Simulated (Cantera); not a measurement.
SiH4 + O3 + N2 (silicon oxide and oxynitride deposition)

Input: 1 mol SiH4, 1.1 mol O3, 92 mol N2, equilibrated at 0.465 Torr.

Cantera equilibrium calculation (NASA polynomials, part measured and part estimated; ideal gas, pure solids and liquids). Candidate condensed phases: H2O, Si, SiO2, Si2N2O, Si3N4; 35 gas species. The tables hold silica as quartz up to 1696 K and as liquid above; real silica turns to tridymite and cristobalite and melts near 1996 K. Rates play no part.

At 723 K the condensed part is SiO2(α-quartz). From 873 K to 1623 K the condensed part is SiO2(β-quartz).

```json
[
 {"T (K)": "723", "x N2": "0.979", "x H2O": "0.0138", "x H2": "0.00745", "x H": "<1e-12", "x SiO": "<1e-12", "x OH": "<1e-12", "x NO": "<1e-12", "n SiO2(α-quartz)": "1.00", "n SiO2(β-quartz)": "0"},
 {"T (K)": "873", "x N2": "0.979", "x H2O": "0.0138", "x H2": "0.00745", "x H": "1.62e-10", "x SiO": "<1e-12", "x OH": "<1e-12", "x NO": "<1e-12", "n SiO2(α-quartz)": "0", "n SiO2(β-quartz)": "1.00"},
 {"T (K)": "1023", "x N2": "0.979", "x H2O": "0.0138", "x H2": "0.00745", "x H": "1.43e-8", "x SiO": "<1e-12", "x OH": "7.01e-11", "x NO": "1.24e-12", "n SiO2(α-quartz)": "0", "n SiO2(β-quartz)": "1.00"},
 {"T (K)": "1173", "x N2": "0.979", "x H2O": "0.0138", "x H2": "0.00745", "x H": "4.09e-7", "x SiO": "7.63e-12", "x OH": "5.23e-9", "x NO": "2.06e-10", "n SiO2(α-quartz)": "0", "n SiO2(β-quartz)": "1.00"},
 {"T (K)": "1323", "x N2": "0.979", "x H2O": "0.0138", "x H2": "0.00744", "x H": "5.50e-6", "x SiO": "4.39e-9", "x OH": "1.48e-7", "x NO": "1.08e-8", "n SiO2(α-quartz)": "0", "n SiO2(β-quartz)": "1.00"},
 {"T (K)": "1473", "x N2": "0.979", "x H2O": "0.0138", "x H2": "0.00743", "x H": "4.38e-5", "x SiO": "6.70e-7", "x OH": "2.12e-6", "x NO": "2.55e-7", "n SiO2(α-quartz)": "0", "n SiO2(β-quartz)": "1.000"},
 {"T (K)": "1623", "x N2": "0.979", "x H2O": "0.0138", "x H2": "0.00730", "x H": "0.000237", "x SiO": "3.87e-5", "x OH": "1.88e-5", "x NO": "3.42e-6", "n SiO2(α-quartz)": "0", "n SiO2(β-quartz)": "0.996"}
]
```
x: gas mole fraction; n: condensed amount in mol.
